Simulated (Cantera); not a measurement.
A closed system holds: 1 mol Al₂O₃, a varied amount of H₂, 4.3 mol N₂, equilibrated at 2050 K and 82.0 Pa.

Cantera equilibrium calculation (NASA polynomials, part measured and part estimated; ideal gas, pure solids and liquids). Candidate condensed phases: Al, AlN, Al₂O₃, H₂O; 35 gas species. The tables' values for AlOH are old estimates; treat these amounts as uncertain. The numbers say what is thermodynamically allowed, not how fast it happens.

x: gas mole fraction; n: condensed amount in mol.

```tsv
n(H₂) (mol)	x H₂	x N₂	x H	x H₂O	x Al	x Al₂O	x AlOH	n Al₂O₃(s)
0.66	0.117	0.855	0.0271	0.000626	0.000376	3.32e-5	2.01e-5	0.999
1.1	0.182	0.782	0.0338	0.000823	0.000486	4.67e-5	2.73e-5	0.998
2	0.288	0.668	0.0425	0.00109	0.000633	6.64e-5	3.74e-5	0.997
3.4	0.404	0.544	0.0503	0.00134	0.000769	8.61e-5	4.73e-5	0.996
5.9	0.531	0.409	0.0577	0.00159	0.000901	0.000106	5.72e-5	0.994
10	0.643	0.291	0.0635	0.00178	0.00101	0.000123	6.53e-5	0.990
18	…	…	0.0683	0.00195	0.00109	0.000138	7.21e-5	0.983
30	0.805	0.121	0.0711	0.00205	0.00115	0.000147	7.63e-5	0.973
52	0.850	…	0.0730	0.00212	0.00118	0.000153	7.92e-5	0.953
90	0.878	0.0438	0.0742	0.00216	0.00121	0.000157	8.10e-5	0.920
160	0.896	0.0252	0.0750	0.00219	0.00122	0.000159	8.22e-5	0.859
270	0.906	0.0151	0.0754	0.00220	0.00123	0.000161	8.28e-5	0.764
```

Problem. Complete the blanks.

Solution. 
- 18, x H₂: 0.742
- 18, x N₂: 0.186
- 52, x N₂: 0.0735
